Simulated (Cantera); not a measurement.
A counterflow diffusion flame at 1650 Torr, nozzles 20 mm apart: fuel side 68.0 % CH₄, 16.3 % C₂H₆, 15.6 % N₂ at 500 K, oxidiser side 20.0 % O₂, 80.0 % N₂ at 550 K, fuel mass flux 0.79 times the oxidiser's; mixture-averaged transport, no radiation.

Cantera simulation using GRI-Mech 3.0 (53 species, 325 reactions); the numbers are that mechanism's predictions, not measurements. GRI-Mech 3.0 has no aromatics or soot, which form on the fuel side of real flames. The maximum strain rate includes the flame's own expansion and is several times the mean.

x: mole fraction; the columns are a selection and need not sum to one.

```tsv
oxidiser flux (kg/m²/s)	max strain (1/s)	mean strain (1/s)	T max (K)	peak x OH	peak x H	peak x NO	peak x CO	peak x C₂H₂
0.55	186	40.2	2162	0.00646	0.00244	0.000292	0.0476	0.0206
0.76	250	55.5	2148	0.00657	0.00259	0.000277	0.0468	0.0195
1.1	352	80.3	2133	0.00666	0.00277	0.000257	0.0462	0.0182
1.5	470	110	2121	0.00675	0.00293	0.000239	0.0461	0.0171
2	615	146	2108	0.00677	0.00307	0.000219	0.0460	0.0161
2.8	843	204	2089	0.00672	0.00321	0.000191	0.0459	?
3.9	1150	285	2068	0.00660	0.00333	0.000161	0.0461	?
5.4	1560	394	2044	0.00638	0.00339	0.000130	0.0464	?
```

**Question.** Fill in the missing entries.

**Answer.** 
- 2.8, peak x C₂H₂: 0.0147
- 3.9, peak x C₂H₂: 0.0134
- 5.4, peak x C₂H₂: 0.0119
